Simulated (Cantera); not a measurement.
A closed system holds: 1 mol SiCl₄, 19 mol NH₃, 1.2 mol N₂, held at 1225 K and 4100 Pa.

Cantera equilibrium calculation (NASA polynomials, part measured and part estimated; ideal gas, pure solids and liquids). Candidate condensed phases: NH₄Cl, Si, Si₃N₄; 28 gas species. The numbers say what is thermodynamically allowed, not how fast it happens.

Q: What is the equilibrium state?

A: 
| Quantity | Value |
|---|---|
| x(H₂) | 0.654 |
| x(N₂) | 0.248 |
| x(HCl) | 0.0985 |
| x(SiCl₄) | 2.82e-5 |
| x(SiCl₂) | 1.20e-5 |
| x(SiCl₃) | 6.53e-6 |
| x(SiHCl₃) | 5.84e-6 |
| x(NH₃) | 1.84e-6 |
| x(H) | 1.24e-6 |
| n(Si₃N₄(s)) | 0.333 mol |
| gas amount | 40.53 mol |
| log10 activity of Si(s) (absent) | -3.48 |
